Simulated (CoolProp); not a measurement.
o-xylene at 293.15 K and 0.148 MPa is throttled through a valve to 0.0795 MPa with no heat exchange. Each further row changes one setting.

The numbers come from the reference Helmholtz-energy equation of state, Zhou 2012 in CoolProp.

```tsv
case	temperature change (K)
as stated	+0.0
outlet pressure 0.0238 MPa	+0.1
outlet pressure 0.103 MPa	+0.0
```
